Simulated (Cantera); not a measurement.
Ammonia decomposition in nitride growth gas

An isothermal, constant-pressure homogeneous reactor starts with 33.3 % NH₃, 66.7 % N₂, at 1650 K and 100.0 Torr.

Computed with Cantera and the gas-phase N/H chemistry of the illustrative SiF4/NH3 mechanism in the Surface Chemkin manual (1991). Walls and surfaces, which speed up NH3 decomposition in real reactors, are not modelled.

```csv
t (s),x NH₃,x N₂H₂,x N,x H₂,x N₂,x NH₂
0.000600,0.333,6.66e-10,<1e-12,2.72e-6,0.667,5.43e-6
0.00114,0.333,2.69e-9,1.48e-12,5.23e-6,0.667,1.03e-5
0.00218,0.333,1.06e-8,8.75e-12,1.03e-5,0.667,1.97e-5
0.00415,0.333,4.12e-8,3.06e-11,2.19e-5,0.667,3.72e-5
0.00791,0.333,1.48e-7,9.32e-11,5.78e-5,0.667,6.82e-5
0.0151,0.333,3.89e-7,2.99e-10,0.000196,0.667,0.000108
0.0287,0.333,5.52e-7,7.27e-10,0.000618,0.667,0.000128
0.0548,0.332,5.67e-7,1.46e-9,0.00151,0.666,0.000129
0.104,0.330,5.64e-7,2.89e-9,0.00322,0.666,0.000127
0.199,0.328,5.57e-7,5.67e-9,0.00644,0.666,0.000124
0.379,0.322,5.44e-7,1.06e-8,0.0125,0.665,0.000119
0.722,0.312,5.17e-7,1.81e-8,0.0237,0.664,0.000113
1.38,0.295,4.70e-7,2.67e-8,0.0435,0.662,0.000106
2.62,0.265,3.97e-7,3.40e-8,0.0769,0.658,9.59e-5
5.00,0.220,2.97e-7,3.84e-8,0.128,0.652,8.24e-5
```
x: mole fraction; the columns are a selection and need not sum to one.

Equilibrium at this temperature and pressure: NH₃ 9.82e-7, N₂H₂ <1e-12, N 4.29e-12, H₂ 0.375, N₂ 0.625, NH₂ 9.88e-10 (gas phase only).
